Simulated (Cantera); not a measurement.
Input (Python, Cantera) and output of one run.

```python
import numpy as np
import cantera as ct

gas_names = """
    H HO2 H2 H2O H2O2 O OH O2 O3 Si SiH SiH2 SiH3 SiH4 SiO SiO2 Si2 Si3
""".split()
cond_names = """
    H2O(s) H2O(L) Si(cr) Si(L) SiO2(Lqz) SiO2(hqz) SiO2(L)
""".split()


# ... load() reads the species with a 1 bar reference pressure and builds the phases ...
atoms = {
    'SiH4': {'Si': 1, 'H': 4},
    'O2': {'O': 2},
}
top_T = {}  # K; cautious upper limits of use, not melting points


# ... equilibrate(T, P, feed) seeds the gas with the atoms and calls Mixture.equilibrate('TP', solver="vcs", rtol=1e-11, max_steps=5000) ...
results = []
feed = {'SiH4': 1, 'O2': 0.2}  # mol
P = 100000  # Pa
for T in [773, 973, 1173, 1373, 1573, 1773, 1973]:
    mix = equilibrate(T, P, feed)
    results.append((T, P, feed, dict(zip(mix.species_names, mix.species_moles))))

top = {s: max(r[3][s] / sum(r[3][g] for g in gas_names) for r in results) for s in gas_names}
cols = sorted((s for s in top if top[s] > 0.001), key=lambda s: -top[s])[:7]
seen = [c for c in cond_names if any(r[3].get(c, 0) > 1e-12 for r in results)]
print("log10 of partial pressures in bar; condensed amounts in mol")
print(f"{'T/K':>10s}" + "".join(f"{s[:9]:>10s}" for s in cols + seen))
for T, P, feed, n in results:
    ng = sum(n[g] for g in gas_names)
    print(f"{T:10.4g}" + "".join(f"{np.log10(max(n[s] / ng * P / 1e5, 1e-99)):10.3f}" for s in cols)
          + "".join(f"{n.get(c, 0):10.4g}" for c in seen))
```

Result:

```
log10 of partial pressures in bar; condensed amounts in mol
       T/K        H2       SiO         H    Si(cr)     Si(L) SiO2(Lqz) SiO2(hqz)   SiO2(L)
       773    -0.000   -14.635   -12.042       0.8         0       0.2         0         0
       973    -0.000    -9.787    -8.966       0.8         0         0       0.2         0
      1173    -0.000    -6.616    -6.928       0.8         0         0       0.2         0
      1373    -0.000    -4.386    -5.478       0.8         0         0       0.2         0
      1573    -0.001    -2.736    -4.391    0.7982         0         0    0.1982         0
      1773    -0.014    -1.511    -3.553         0    0.7682         0         0    0.1681
      1973    -0.080    -0.779    -2.910         0    0.5999         0         0         0
```

These are equilibrium values from Cantera (NASA tables, ideal gas, pure condensed phases), not measurements of a reactor. Each liquid is taken as pure. Mutual solubility and eutectic melting of coexisting phases are not modelled. The tables hold silica as quartz up to 1696 K and as liquid above; real silica turns to tridymite and cristobalite and melts near 1996 K. Gases not in the tables: Si2H6 and higher silanes.
